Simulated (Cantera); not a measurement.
Input (Python, Cantera) and output of one run.

```python
import numpy as np
import cantera as ct

gas_names = """
    Electron F F+ F- FO FO2 F2 F2O H H+ H- HF HOF HO2 H2 H2+ H2- H2F2 H2O H2O+ H2O2 H3F3 H3O+ H4F4 H5F5
    H6F6 H7F7 O O+ O- OH OH+ OH- O2 O2+ O2- O3
""".split()
cond_names = """
    H2O(s) H2O(L)
""".split()


# ... load() reads the species with a 1 bar reference pressure and builds the phases ...
atoms = {
    'HF': {'H': 1, 'F': 1},
    'H2': {'H': 2},
    'H2O': {'H': 2, 'O': 1},
}
top_T = {}  # K; cautious upper limits of use, not melting points


# ... equilibrate(T, P, feed) seeds the gas with the atoms and calls Mixture.equilibrate('TP', solver="vcs", rtol=1e-11, max_steps=5000) ...
results = []
feed = {'HF': 1, 'H2': 0.16, 'H2O': 3.6}  # mol
P = 480  # Pa
for T in [2500, 3000, 3500, 4000, 4500, 5000]:
    mix = equilibrate(T, P, feed)
    results.append((T, P, feed, dict(zip(mix.species_names, mix.species_moles))))
    x = sorted(zip(gas.X, gas.species_names), reverse=True)
    print(f"T = {T:g} K  P = {P:g} Pa  gas = {mix.phase_moles(0):.4g} mol")
    print("   x: " + "  ".join(f"{s} {v:.3e}" for v, s in x if v > 0.0001))
    print("   condensed (mol): " + ("  ".join(f"{mix.phase(i).name} {mix.phase_moles(i):.4g}"
          for i in range(1, mix.n_phases) if mix.phase_moles(i) > 1e-12) or "none"))
```

It prints:

```
T = 2500 K  P = 480 Pa  gas = 5.983 mol
   x: H2O 3.782e-01  HF 1.668e-01  H2 1.441e-01  H 1.378e-01  OH 7.492e-02  O2 5.075e-02  O 4.712e-02  F 3.332e-04
   condensed (mol): none
T = 3000 K  P = 480 Pa  gas = 10.66 mol
   x: H 5.350e-01  O 2.411e-01  HF 8.851e-02  H2 5.511e-02  OH 4.054e-02  O2 2.177e-02  H2O 1.257e-02  F 5.319e-03
   condensed (mol): none
T = 3500 K  P = 480 Pa  gas = 12.59 mol
   x: H 6.306e-01  O 2.787e-01  F 4.833e-02  HF 3.113e-02  H2 5.473e-03  OH 4.152e-03  O2 1.534e-03
   condensed (mol): none
T = 4000 K  P = 480 Pa  gas = 13.05 mol
   x: H 6.469e-01  O 2.749e-01  F 7.294e-02  HF 3.681e-03  H2 7.907e-04  OH 5.980e-04  O2 1.638e-04
   condensed (mol): none
T = 4500 K  P = 480 Pa  gas = 13.11 mol
   x: H 6.489e-01  O 2.744e-01  F 7.577e-02  HF 5.151e-04  H2 1.691e-04  OH 1.307e-04
   condensed (mol): none
T = 5000 K  P = 480 Pa  gas = 13.12 mol
   x: H 6.492e-01  O 2.744e-01  F 7.613e-02  HF 1.034e-04
   condensed (mol): none
```

Method: chemical equilibrium by Gibbs-energy minimisation in Cantera with the NASA 1993 tables (ideal gas, pure condensed phases).
